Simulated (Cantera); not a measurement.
A perfectly stirred reactor is fed with CH₄ : N₂ = 1 : 2.3 (molar parts), at 1.00 atm; it is held at 1800 K, and followed from long to short residence time.

Model: GRI-Mech 3.0 (53 species, 325 reactions), integrated in Cantera. GRI-Mech 3.0 stops at C3 and has no aromatics, soot or wall deposition, so with more carbon than oxygen in the feed, carbon stays in small species such as C2H2 where larger ones or solid carbon would form.

**Question.** What does this change do: pressure from 1.00 atm to 0.000661 atm?

**Answer.** 
```tsv
quantity	before	after
x(CH₄) at τ = 0.600 s	0.0144	0.173
x(C₂H) at τ = 0.600 s	5.74e-7	6.23e-7
x(HCN) at τ = 0.600 s	6.07e-6	3.75e-7
x(H) at τ = 0.600 s	0.000198	0.000241
x(C₂H₄) at τ = 0.600 s	0.000892	0.00664
x(CH₄) at τ = 15.0 ms	0.0846	0.303
x(C₂H) at τ = 15.0 ms	3.98e-7	1.08e-11
x(HCN) at τ = 15.0 ms	6.13e-7	2.46e-12
x(H) at τ = 15.0 ms	0.000139	1.95e-6
x(C₂H₄) at τ = 15.0 ms	0.00169	8.61e-6
```
Radical loss at walls, strong at low pressure, is not modelled.

**Question.** What does this change do: pressure from 1.00 atm to 0.0602 atm?

**Answer.** 
```tsv
quantity	before	after
x(CH₄) at τ = 0.600 s	0.0144	0.0219
x(C₂H) at τ = 0.600 s	5.74e-7	1.72e-6
x(HCN) at τ = 0.600 s	6.07e-6	1.85e-5
x(H) at τ = 0.600 s	0.000198	0.000591
x(C₂H₄) at τ = 0.600 s	0.000892	0.000208
x(CH₄) at τ = 15.0 ms	0.0846	0.148
x(C₂H) at τ = 15.0 ms	3.98e-7	6.22e-7
x(HCN) at τ = 15.0 ms	6.13e-7	5.17e-7
x(H) at τ = 15.0 ms	0.000139	0.000230
x(C₂H₄) at τ = 15.0 ms	0.00169	0.00536
```
